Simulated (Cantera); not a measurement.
A closed system holds: 1 mol Si₃N₄, 2.6 mol Cl₂, 18 mol H₂, equilibrated at 1450 K and 0.0780 bar.

Equilibrium computed with Cantera from the NASA thermochemical tables; the gas is ideal and each condensed phase is pure. Candidate condensed phases: NH₄Cl, Si, Si₃N₄; 28 gas species. The tables' values for SiCl₃ are old estimates; treat these amounts as uncertain. Kinetics and transport are ignored.

Base state: H₂ 0.764, HCl 0.207, SiCl₂ 0.0120, N₂ 0.0119, SiCl₃ 0.00276, SiCl₄ 0.00232, SiHCl₃ 0.000738, SiH₂Cl₂ 3.64e-5 (mole fractions); condensed: Si₃N₄(s).

**Question.** What changes in the equilibrium state with this change: temperature from 1450 K to 1748.15 K?

**Answer.** 
| species | before | after |
|---|---|---|
| H₂ | 0.764 | 0.774 |
| HCl | 0.207 | 0.117 |
| SiCl₂ | 0.0120 | 0.0592 |
| N₂ | 0.0119 | 0.0472 |
| Si | 2.75e-9 | 1.87e-5 |
| SiCl | 2.06e-7 | 8.27e-5 |
| SiH₂ | 4.10e-8 | 1.59e-5 |
| SiCl₄ | 0.00232 | 5.97e-5 |
| Si₃N₄(s), mol | 0.876 | 0.490 |
| Si(l), mol | 0 | 0.214 |
Mutual solubility and eutectic melting of coexisting phases are not modelled. The tables' values for SiCl₃, SiCl are old estimates; treat these amounts as uncertain. Gases not in the tables: Si₂H₆ and higher silanes.
